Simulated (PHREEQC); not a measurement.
Dissolve 0.14 mol NH3 and 0.011 mol NaAlO2 per kg of water at 35 °C. It is in equilibrium with CO2 at log p = 0 (atm). Otherwise closed; pH follows from the charge balance.

The numbers come from PHREEQC with the ion-association model, wateq4f.dat.

This is a speciation only: nothing precipitates in the calculation.

Problem. Order these Al species by the share of Al that they hold, largest first: Al(OH)2+, Al(OH)4-, Al(OH)3.

Solution. Al(OH)4- (94 %), Al(OH)3 (3.7 %), Al(OH)2+ (2.1 %)

The pH is 6.91 and the ionic strength 0.150 mol/kgw. The solution is supersaturated, for example in Al(OH)3(a), Boehmite (slow to form), so a real one may precipitate; this is no full list. Carbamate, which ammonia and carbonate form, is missing from the database.
